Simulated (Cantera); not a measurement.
What does this Cantera script print?

```python
import numpy as np
import cantera as ct

gas_names = """
    H HO2 H2 H2O H2O2 Nb NbO NbO2 O OH O2 O3
""".split()
cond_names = """
    H2O(s) H2O(L) Nb(cr) Nb(L) NbO(s) NbO(L) NbO2(I) NbO2(II) NbO2(III) NbO2(L) Nb2O5(s) Nb2O5(L)
""".split()


# ... load() reads the species with a 1 bar reference pressure and builds the phases ...
atoms = {
    'Nb2O5': {'Nb': 2, 'O': 5},
    'H2': {'H': 2},
}
top_T = {}  # K; cautious upper limits of use, not melting points


# ... equilibrate(T, P, feed) seeds the gas with the atoms and calls Mixture.equilibrate('TP', solver="vcs", rtol=1e-11, max_steps=5000) ...
results = []
feed = {'Nb2O5': 1, 'H2': 100}  # mol
T = 1100  # K
P = 133.322  # Pa
mix = equilibrate(T, P, feed)
results.append((T, P, feed, dict(zip(mix.species_names, mix.species_moles))))
x = sorted(zip(gas.X, gas.species_names), reverse=True)
print(f"T = {T:g} K  P = {P:g} Pa  gas = {mix.phase_moles(0):.4g} mol")
print("   x: " + "  ".join(f"{s} {v:.3e}" for v, s in x if v > 0.001))
print("   condensed (mol): " + ("  ".join(f"{mix.phase(i).name} {mix.phase_moles(i):.4g}"
      for i in range(1, mix.n_phases) if mix.phase_moles(i) > 1e-12) or "none"))
```

It prints:

```
T = 1100 K  P = 133.322 Pa  gas = 100 mol
   x: H2 9.900e-01  H2O 1.000e-02
   condensed (mol): NbO2(II) 2
```

Equilibrium computed with Cantera from the NASA thermochemical tables; the gas is ideal and each condensed phase is pure. Condensed phases not in the tables: the oxides between NbO2 and Nb2O5.
